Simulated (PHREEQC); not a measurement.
Dissolve 0.46 mol H2SO4 and 0.019 mol NaHCO3 per kg of water at 25 °C and 100 atm. Closed to the air; pH follows from the charge balance.

Equilibrium calculation in PHREEQC: Pitzer model, pitzer.dat.

```
quantity                          before    after
-------------------------------  -------  -------
pH                                  0.35     1.32
ionic strength (mol/kgw)           0.678   0.0800
HSO4- (mol/kgw)                    0.351   0.0290
SO4-2 (mol/kgw)                    0.109   0.0170
HCO3- (mol/kgw)                  4.73e-8  2.66e-8
SI of Mirabilite (Na2SO4:10H2O)    -4.72    -6.69
SI of Thenardite (Na2SO4)          -5.61    -7.66
```

Task: Name the change that produced these shifts.
A. H2SO4 from 0.46 to 0.23 mol/kgw
B. H2SO4 from 0.46 to 0.414 mol/kgw
C. diluted 10-fold with water
D. NaHCO3 from 0.019 to 0.0038 mol/kgw
E. NaHCO3 from 0.019 to 0.038 mol/kgw

Result: C, diluted 10-fold with water

Precipitation was switched off in this run. Under pressure, the constants of complexes without a molar volume in the database are unreliable.
